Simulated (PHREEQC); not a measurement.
Na2CO3 is added in steps, without added water, to 1 kg of water holding 0.036 mol/kgw Cu(NO3)2, 0.00034 mol/kgw H2SO4 and 0.029 mol/kgw KCl, at 25 °C. Oxygen alone is held at its pressure in air (log pO2 = -0.68). The system is closed to CO2. Solids allowed: Cu(OH)2, Malachite, Brochantite, Antlerite, Atacamite, Cu2(OH)3NO3, Halite, Mirabilite, Chalcanthite, Nahcolite, Natron. Others were left out.

Base run: PHREEQC, ion-association model, wateq4f.dat. Each further column changes one thing. The table gives Cu+2 (mol/kgw).

| Na2CO3 added (mol) | base | diluted 2-fold with water | KCl from 0.029 to 0.0145 mol/kgw | no solid may form |
|---|---|---|---|---|
| 0 | 0.0349 | 0.0176 | 0.0353 | 0.0349 |
| 0.011 | 0.0217 | (withheld) | 0.0246 | 0.0176 |
| 0.0165 | 0.0179 | 0.00173 | 0.0192 | 0.0109 |
| 0.0275 | 0.00842 | 3.53e-9 | 0.00852 | 0.00313 |
| 0.033 | 0.00330 | 6.68e-11 | 0.00333 | 0.00141 |
| 0.044 | 2.48e-6 | 1.71e-11 | 2.33e-6 | 0.000257 |
| 0.0495 | 3.02e-7 | 1.24e-11 | 2.85e-7 | 0.000122 |
| 0.0605 | 2.35e-10 | 8.19e-12 | (withheld) | 2.71e-5 |
| 0.066 | 9.52e-11 | 7.06e-12 | 9.07e-11 | 1.10e-5 |
| 0.077 | 3.98e-11 | 5.63e-12 | 3.82e-11 | (withheld) |
| 0.0825 | 3.06e-11 | 5.14e-12 | 2.94e-11 | 6.90e-7 |
| 0.0935 | 2.09e-11 | 4.43e-12 | 2.02e-11 | 2.47e-7 |
| 0.099 | 1.81e-11 | 4.20e-12 | 1.75e-11 | 1.74e-7 |
| 0.11 | 1.44e-11 | 3.99e-12 | 1.40e-11 | 1.03e-7 |

### Question
What belongs in the gaps?

### Answer

- 0.011, diluted 2-fold with water: 0.00695
- 0.0605, KCl from 0.029 to 0.0145 mol/kgw: 2.23e-10
- 0.077, no solid may form: 1.50e-6

The database's constant for dissolved Cu(OH)2 is higher than later reviews accept. In at least one series the solution becomes supersaturated in solids that the run did not let form, among them Cu(OH)2, Malachite, Brochantite, Antlerite, Atacamite.
